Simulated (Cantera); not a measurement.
Feed: 1 mol Fe(CO)₅, 7.6 mol H₂, equilibrated at 11.0 mbar.

Points: T (K) = 1023, 1048, 1073, 1098, 1123, 1148, 1173.

Cantera's Mixture.equilibrate('TP', solver="vcs", rtol=1e-11, max_steps=5000) on the NASA tables stopped like this:

```
ERROR: FAILURE its = 5001!

*******************************************************************************
CanteraError thrown by MultiPhase::equilibrate:
VCS solver failed. Return code: -1
*******************************************************************************
```

**Question.** What got this run through?

**Answer.** This is not unique; one that fits is The failure is numerical, not chemical. The same input converged with solver="gibbs", rtol=1e-10, max_steps=50000, and the result passed a check of the equilibrium conditions:
```
log10 of partial pressures in bar; condensed amounts in mol
       T/K        H2        CO     C(gr)     Fe(a)
      1023    -2.178    -2.361     0.013         1
      1048    -2.178    -2.361  0.008059         1
      1073    -2.178    -2.361  0.005052         1
      1098    -2.178    -2.360  0.003191         1
      1123    -2.178    -2.360  0.002023         1
      1148    -2.178    -2.360  0.001281         1
      1173    -2.178    -2.360 0.0008037         1
```

The gas is ideal and each condensed phase is pure. Condensed phases not in the tables: cementite and carbon dissolved in iron.
